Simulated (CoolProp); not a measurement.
Vapour-liquid equilibrium of hydrogen sulfide (1) + propane (2) at 274.1 K; x and y are mole fractions of (1).

Values from CoolProp's multi-fluid Helmholtz-energy mixture model, Lemmon 2006 and Lemmon 2009; pair parameters Kunz 2012.

### Question
Give the bubble pressure and the first vapour's composition at x = 0.35, 0.425, 0.8. Is there an azeotrope?

### Answer
x = 0.35: 0.9476 MPa, y = 0.592; x = 0.425: 0.9964 MPa, y = 0.636; x = 0.8: 1.112 MPa, y = 0.812. y crosses x between x = 0.8 and 0.875: the model has an azeotrope there.

Pair parameters are fitted to limited data, so mixtures are less certain than the pure fluids.
